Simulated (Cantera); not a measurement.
A Cantera script and its output.

```python
import numpy as np
import cantera as ct

gas = ct.Solution("gri30.yaml")
gas.TPX = 1448, 160000, {'C2H6': 1, 'N2': 29}
reactor = ct.IdealGasConstPressureReactor(gas, energy="off", clone=False)
net = ct.ReactorNet([reactor])
net.rtol, net.atol = 1e-08, 1e-18
show = ['C2H6', 'C2H4', 'CH2', 'CH3', 'H2', 'C2H2', 'CH4']
times = np.geomspace(5e-05, 300, 13)

steps = ct.SolutionArray(gas, extra=["t"])
rows = []
print(f"{'t/s':>10s}{'T/K':>9s}{'P/Pa':>11s}" + "".join(f"{s:>11s}" for s in show))
for t in times:
    while net.time < t:
        t_next = net.step()
        steps.append(gas.state, t=t_next)
    rows.append([np.interp(t, steps.t, y) for y in (steps.T, steps.P, *steps(*show).X.T)])
    print(f"{t:10.3e}{rows[-1][0]:9.1f}{rows[-1][1]:11.4g}" + "".join(f"{x:11.3e}" for x in rows[-1][2:]))
rate = np.gradient(steps.T, steps.t)
print("integrator steps:", len(steps.t))
if steps.T.max() > steps.T[0] + 200:
    print(f"time of steepest temperature rise: {steps.t[rate.argmax()]:.4e} s")
gas.TPX = 1448, 160000, {'C2H6': 1, 'N2': 29}
gas.equilibrate("TP")
print(f"equilibrium (TP): T = {gas.T:.1f} K  " + "  ".join(f"{s} {gas[s].X[0]:.3e}" for s in show))
```

It prints:

```
       t/s      T/K       P/Pa       C2H6       C2H4        CH2        CH3         H2       C2H2        CH4
 5.000e-05   1448.0    1.6e+05  3.090e-02  1.818e-03  2.331e-07  4.139e-04  1.721e-03  1.264e-05  3.597e-04
 1.836e-04   1448.0    1.6e+05  2.249e-02  8.740e-03  2.207e-07  3.688e-04  8.706e-03  3.818e-04  1.820e-03
 6.740e-04   1448.0    1.6e+05  6.026e-03  1.911e-02  9.860e-08  1.801e-04  2.484e-02  4.234e-03  5.602e-03
 2.475e-03   1448.0    1.6e+05  2.524e-04  1.473e-02  5.505e-09  3.299e-05  3.761e-02  1.327e-02  7.350e-03
 9.086e-03   1448.0    1.6e+05  1.198e-05  9.162e-03  3.199e-10  7.814e-06  4.314e-02  1.886e-02  7.471e-03
 3.336e-02   1448.0    1.6e+05  3.780e-06  4.242e-03  1.382e-10  5.159e-06  4.778e-02  2.364e-02  7.464e-03
 1.225e-01   1448.0    1.6e+05  2.148e-06  1.212e-03  1.066e-10  4.540e-06  5.068e-02  2.659e-02  7.425e-03
 4.497e-01   1448.0    1.6e+05  2.010e-06  1.063e-03  1.034e-10  4.431e-06  5.102e-02  2.680e-02  7.286e-03
 1.651e+00   1448.0    1.6e+05  1.848e-06  1.082e-03  9.853e-11  4.192e-06  5.164e-02  2.699e-02  6.846e-03
 6.062e+00   1448.0    1.6e+05  1.529e-06  1.124e-03  8.767e-11  3.663e-06  5.299e-02  2.740e-02  5.877e-03
 2.226e+01   1448.0    1.6e+05  1.319e-06  1.158e-03  7.915e-11  3.249e-06  5.404e-02  2.772e-02  5.125e-03
 8.171e+01   1448.0    1.6e+05  1.307e-06  1.160e-03  7.861e-11  3.223e-06  5.411e-02  2.774e-02  5.078e-03
 3.000e+02   1448.0    1.6e+05  1.307e-06  1.160e-03  7.861e-11  3.223e-06  5.411e-02  2.774e-02  5.078e-03
integrator steps: 1434
equilibrium (TP): T = 1448.0 K  C2H6 4.646e-07  C2H4 3.871e-04  CH2 4.540e-11  CH3 1.921e-06  H2 5.764e-02  C2H2 8.687e-03  CH4 3.124e-03
```

Cantera simulation using GRI-Mech 3.0 (53 species, 325 reactions); the numbers are that mechanism's predictions, not measurements. GRI-Mech 3.0 stops at C3 and has no aromatics, soot or wall deposition, so with more carbon than oxygen in the feed, carbon stays in small species such as C2H2 where larger ones or solid carbon would form.
